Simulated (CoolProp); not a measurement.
Values from CoolProp's reference Helmholtz-energy equation of state, Gao 2016.

### Question
Give the vapour pressure (MPa), liquid density (kg/m³), enthalpy of vaporisation (kJ/kg), surface tension (mN/m) of saturated sulfur dioxide at 343.9 K.

### Answer
```json
[
 {"T (K)": "343.9", "p (MPa)": "1.45", "liquid density (kg/m³)": "1230", "enthalpy of vaporisation (kJ/kg)": "303", "surface tension (mN/m)": "12.9"}
]
```

Surface tension comes from a separate correlation (Mulero 2012).
